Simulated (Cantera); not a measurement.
Charge: 1 mol Si, 0.077 mol O2, 980 mol N2, 1.3 mol CO2, equilibrated at 1.00 bar.

Equilibrium computed with Cantera from the NASA thermochemical tables; the gas is ideal and each condensed phase is pure. Candidate condensed phases: C, Si, SiC, SiO2, Si2N2O, Si3N4; 34 gas species. N2 is the only nitrogen source here; it is nearly inert below about 1500 K, so the nitride shown seldom forms there in practice. Mutual solubility and eutectic melting of coexisting phases are not modelled. The tables hold silica as quartz up to 1696 K and as liquid above; real silica turns to tridymite and cristobalite and melts near 1996 K. Kinetics and transport are ignored.

Question: Which condensed phases are stable at each of these points (T (°C)): 902, 952, 1002, 1052, 1102, 1152, 1202, 1252, 1302, 1352, 1402, 1452, 1502, 1552?

Answer: 
```csv
T (°C),condensed phases,Si condensed (%)
902,SiO2(β-quartz) + Si2N2O(s),100.0
952,SiO2(β-quartz) + Si2N2O(s),100.0
1002,SiO2(β-quartz) + Si2N2O(s),100.0
1052,SiO2(β-quartz) + Si2N2O(s),100.0
1102,SiO2(β-quartz) + Si2N2O(s),100.0
1152,SiO2(β-quartz) + Si2N2O(s),100.0
1202,SiO2(β-quartz) + Si2N2O(s),99.9
1252,SiO2(β-quartz) + Si2N2O(s),99.6
1302,SiO2(β-quartz) + Si2N2O(s),98.5
1352,SiO2(β-quartz) + Si2N2O(s),95.2
1402,SiO2(β-quartz) + Si2N2O(s),85.6
1452,SiO2(condensed) + Si2N2O(s),59.6
1502,SiO2(condensed),45.3
1552,SiO2(condensed),45.2
```

From 902 °C to 1402 °C the condensed part is SiO2(β-quartz) + Si2N2O(s). At 1452 °C the condensed part is SiO2(condensed) + Si2N2O(s). From 1502 °C to 1552 °C the condensed part is SiO2(condensed).
